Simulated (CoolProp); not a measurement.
A simple Rankine cycle with n-perfluoropentane: condensing at 303.15 K, boiler at 0.844 MPa, turbine inlet 382.2 K, turbine efficiency 0.8, pump efficiency 0.6, no recuperator. Each further row changes one setting.

Computed with CoolProp (reference Helmholtz-energy equation of state, Gao 2022).

| case | thermal efficiency (%) | net work (kJ/kg) | heat in (kJ/kg) | turbine exit temperature (K) | volume ratio over the turbine |
|---|---|---|---|---|---|
| as stated | 10.0 | 15.0 | 150 | 354.9 | 9.75 |
| turbine inlet 402.2 K | ? | 16.3 | ? | 376.1 | 9.18 |
| condensing temperature 295.15 K | 10.9 | 17.3 | 158 | 351.9 | 13.2 |
| boiler pressure 0.591 MPa | 8.5 | ? | 154 | 361.5 | 6.20 |
| turbine efficiency 0.7 | ? | 13.0 | 150 | 357.1 | 9.81 |

### Question
Fill in the missing entries.

### Answer

- turbine inlet 402.2 K, thermal efficiency (%): 9.5
- turbine inlet 402.2 K, heat in (kJ/kg): 171
- boiler pressure 0.591 MPa, net work (kJ/kg): 13.1
- turbine efficiency 0.7, thermal efficiency (%): 8.7
